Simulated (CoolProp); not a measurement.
R143a along the isobar 0.482 MPa: Z from the reference equation and from simpler models built on Tc = 345.9 K, pc = 3.762 MPa, ω = 0.261; each cubic takes its own stable root.

Values from CoolProp's reference Helmholtz-energy equation of state, Lemmon and Jacobsen 2000.

```tsv
T (K)	phase	reference	Redlich-Kwong	Soave-Redlich-Kwong
217.2	liquid	0.01884	0.02298	0.02222
244.3	liquid	0.01788	0.02205	0.02115
271.4	gas	0.8767	0.9068	0.8979
298.6	gas	0.9157	0.9302	0.9257
325.7	gas	0.9391	0.9462	0.9447
352.8	gas	0.9545	0.9577	0.9581
380	gas	0.9653	0.9662	0.9680
407.1	gas	0.9731	0.9727	0.9754
434.2	gas	0.9789	0.9777	0.9810
```
